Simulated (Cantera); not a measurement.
A Cantera script and what it prints.

```python
import numpy as np
import cantera as ct

gas_names = """
    C CN CO CO2 C2 CCN CNC C2N2 C2O C3 C3O2 C4 C4N2 C5 Cu CuO Cu2 N NCO NO NO2 NO3 N2 N2O O O2 O3
""".split()
cond_names = """
    C(gr) Cu(cr) Cu(L) CuO(s) Cu2O(s) Cu2O(L)
""".split()


# ... load() reads the species with a 1 bar reference pressure and builds the phases ...
atoms = {
    'Cu2O': {'Cu': 2, 'O': 1},
    'C': {'C': 1},
    'N2': {'N': 2},
}
top_T = {'C(gr)': 4500, 'CuO(s)': 1390}  # K; cautious upper limits of use, not melting points


# ... equilibrate(T, P, feed) seeds the gas with the atoms and calls Mixture.equilibrate('TP', solver="vcs", rtol=1e-11, max_steps=5000) ...
results = []
feed = {'Cu2O': 1, 'C': 6.6, 'N2': 1.9}  # mol
T = 2375  # K
P = 81000  # Pa
mix = equilibrate(T, P, feed)
results.append((T, P, feed, dict(zip(mix.species_names, mix.species_moles))))
print(gas.report(threshold=0.001))
for i in range(1, mix.n_phases):
    print(f"{mix.phase(i).name:16s} {mix.phase_moles(i):12.5e} mol")
```

Output:

```
       temperature   2375 K
          pressure   81000 Pa
           density   0.1297 kg/m^3
  mean mol. weight   31.619 kg/kmol
   phase of matter   gas

                          1 kg             1 kmol
                     ---------------   ---------------
          enthalpy        2.1128e+06        6.6805e+07  J
   internal energy        1.4883e+06        4.7059e+07  J
           entropy            8380.5        2.6498e+05  J/K
    Gibbs function       -1.7791e+07       -5.6253e+08  J
 heat capacity c_p            1115.8             35282  J/K
 heat capacity c_v            852.88             26967  J/K

                      mass frac. Y      mole frac. X     chem. pot. / RT
                     ---------------   ---------------   ---------------
                CO           0.27509           0.31054            -35.28
                Cu           0.19747          0.098256            -8.448
               Cu2          0.004663         0.0011601           -16.896
                N2           0.52272           0.58999           -28.272
     [  +23 minor]        5.9378e-05        5.0983e-05

C(gr)             5.59977e+00 mol
Cu(L)             1.67613e+00 mol
Cu2O(L)           0.00000e+00 mol
```

These are equilibrium values from Cantera (NASA tables, ideal gas, pure condensed phases), not measurements of a reactor.
